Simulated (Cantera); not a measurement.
Mixture: H2 : O2 : N2 : H2O = 1 : 0.806 : 3.03 : 1 (molar parts), equivalence ratio 0.62, at 20300 Torr, adiabatic and at constant volume. Ignition delay is the time to a rise of 400 K.

Computed with Cantera and GRI-Mech 3.0 (53 species, 325 reactions). The hydrogen kinetics of GRI-Mech 3.0 are dated; newer H2 mechanisms differ, most at raised pressure. The pressure lies above the range GRI-Mech 3.0 was tuned for (to about 10 atm).

**Question.** What does this change do: N2 3.03 to 6.2 parts?

**Answer.** 
```tsv
quantity	before	after
delay at 1248 K	0.108 ms	0.148 ms
delay at 1298 K	54.9 µs	72.9 µs
delay at 1348 K	28.5 µs	36.4 µs
delay at 1398 K	15.0 µs	18.1 µs
delay at 1448 K	7.89 µs	8.99 µs
delay at 1498 K	4.19 µs	4.54 µs
delay at 1548 K	2.28 µs	2.49 µs
apparent activation energy between 1448 and 1548 K	230 kJ/mol	240 kJ/mol
```
